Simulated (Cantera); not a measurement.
Standard-state values (1 bar) from the NASA 1993 polynomials, evaluated with Cantera. Values are per mole of reaction as written; species without (g) are pure solids or liquids, kept so even where they would boil at 1 bar.

### Question
Between 1650 and 1875 K, where is each reaction favourable under standard conditions?
- TaO2(g) → Ta + 2 O(g)

### Answer
- TaO2(g) → Ta + 2 O(g): ΔG° is 535 kJ at 1650 K and 509 kJ at 1875 K; it stays positive (K < 1). ΔH° is 724 kJ and ΔS° 114 J/K at 1875 K.
